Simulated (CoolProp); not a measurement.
Saturation properties of cyclopentane.

Model: reference Helmholtz-energy equation of state, Gedanitz 2015, in CoolProp.

```json
[
 {"T (K)": "244.2", "p (MPa)": "(withheld)", "liquid density (kg/m³)": "791.6", "vapour density (kg/m³)": "0.1000", "liquid cp (kJ/(kg K))": "1.582", "liquid conductivity (mW/(m K))": "148"},
 {"T (K)": "251.4", "p (MPa)": "0.004471", "liquid density (kg/m³)": "785.0", "vapour density (kg/m³)": "(withheld)", "liquid cp (kJ/(kg K))": "1.608", "liquid conductivity (mW/(m K))": "(withheld)"},
 {"T (K)": "258.5", "p (MPa)": "0.006690", "liquid density (kg/m³)": "778.4", "vapour density (kg/m³)": "(withheld)", "liquid cp (kJ/(kg K))": "1.635", "liquid conductivity (mW/(m K))": "142"},
 {"T (K)": "265.6", "p (MPa)": "0.009762", "liquid density (kg/m³)": "771.7", "vapour density (kg/m³)": "0.3119", "liquid cp (kJ/(kg K))": "1.664", "liquid conductivity (mW/(m K))": "139"},
 {"T (K)": "272.8", "p (MPa)": "(withheld)", "liquid density (kg/m³)": "764.9", "vapour density (kg/m³)": "0.4361", "liquid cp (kJ/(kg K))": "1.694", "liquid conductivity (mW/(m K))": "136"},
 {"T (K)": "279.9", "p (MPa)": "0.01953", "liquid density (kg/m³)": "758.2", "vapour density (kg/m³)": "0.5949", "liquid cp (kJ/(kg K))": "1.725", "liquid conductivity (mW/(m K))": "134"},
 {"T (K)": "287", "p (MPa)": "0.02676", "liquid density (kg/m³)": "751.3", "vapour density (kg/m³)": "0.7969", "liquid cp (kJ/(kg K))": "1.758", "liquid conductivity (mW/(m K))": "131"},
 {"T (K)": "294.1", "p (MPa)": "0.03601", "liquid density (kg/m³)": "744.4", "vapour density (kg/m³)": "1.050", "liquid cp (kJ/(kg K))": "1.791", "liquid conductivity (mW/(m K))": "128"},
 {"T (K)": "301.3", "p (MPa)": "0.04787", "liquid density (kg/m³)": "737.3", "vapour density (kg/m³)": "1.368", "liquid cp (kJ/(kg K))": "1.826", "liquid conductivity (mW/(m K))": "125"},
 {"T (K)": "308.4", "p (MPa)": "(withheld)", "liquid density (kg/m³)": "730.2", "vapour density (kg/m³)": "1.751", "liquid cp (kJ/(kg K))": "1.862", "liquid conductivity (mW/(m K))": "123"}
]
```

Q: Fill in the missing entries.

A: 
- 244.2, p (MPa): 0.002890
- 251.4, vapour density (kg/m³): 0.1505
- 251.4, liquid conductivity (mW/(m K)): 145
- 258.5, vapour density (kg/m³): 0.2193
- 272.8, p (MPa): 0.01399
- 308.4, p (MPa): 0.06243

It boils at 322.4 K under 1 atm.

Thermal conductivity comes from a separate model (Vassiliou 2015).
